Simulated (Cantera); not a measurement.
Cantera run:

```python
import numpy as np
import cantera as ct

gas_names = """
    H HO2 H2 H2O H2O2 O OH O2 O3
""".split()
cond_names = """
    H2O(s) H2O(L)
""".split()


# ... load() reads the species with a 1 bar reference pressure and builds the phases ...
atoms = {
    'H2O': {'H': 2, 'O': 1},
    'O2': {'O': 2},
    'H2': {'H': 2},
}
top_T = {}  # K; cautious upper limits of use, not melting points


# ... equilibrate(T, P, feed) seeds the gas with the atoms and calls Mixture.equilibrate('TP', solver="vcs", rtol=1e-11, max_steps=5000) ...
results = []
T = 875  # K
P = 99  # Pa
for m in [0.14, 0.33, 0.51, 0.7, 0.88, 1.1, 1.3, 1.4, 1.6, 1.8, 2, 2.2]:
    feed = {'H2O': 1, 'O2': m, 'H2': 0.51}  # mol
    mix = equilibrate(T, P, feed)
    results.append((T, P, feed, dict(zip(mix.species_names, mix.species_moles))))

top = {s: max(r[3][s] / sum(r[3][g] for g in gas_names) for r in results) for s in gas_names}
cols = sorted((s for s in top if top[s] > 1e-05), key=lambda s: -top[s])[:7]
seen = [c for c in cond_names if any(r[3].get(c, 0) > 1e-12 for r in results)]
print("log10 of partial pressures in bar; condensed amounts in mol")
print(f"{'n(O2)':>10s}" + "".join(f"{s[:9]:>10s}" for s in cols + seen))
for T, P, feed, n in results:
    ng = sum(n[g] for g in gas_names)
    print(f"{feed['O2']:10.4g}" + "".join(f"{np.log10(max(n[s] / ng * P / 1e5, 1e-99)):10.3f}" for s in cols)
          + "".join(f"{n.get(c, 0):10.4g}" for c in seen))
```

Output:

```
log10 of partial pressures in bar; condensed amounts in mol
     n(O2)       H2O        O2        H2
      0.14    -3.076   -22.319    -3.822
      0.33    -3.025    -4.329   -12.766
      0.51    -3.072    -3.845   -13.055
       0.7    -3.117    -3.647   -13.198
      0.88    -3.155    -3.538   -13.291
       1.1    -3.197    -3.449   -13.377
       1.3    -3.233    -3.393   -13.441
       1.4    -3.249    -3.370   -13.469
       1.6    -3.281    -3.331   -13.520
       1.8    -3.310    -3.300   -13.565
         2    -3.338    -3.275   -13.605
       2.2    -3.364    -3.254   -13.642
```

Equilibrium computed with Cantera from the NASA thermochemical tables; the gas is ideal and each condensed phase is pure.
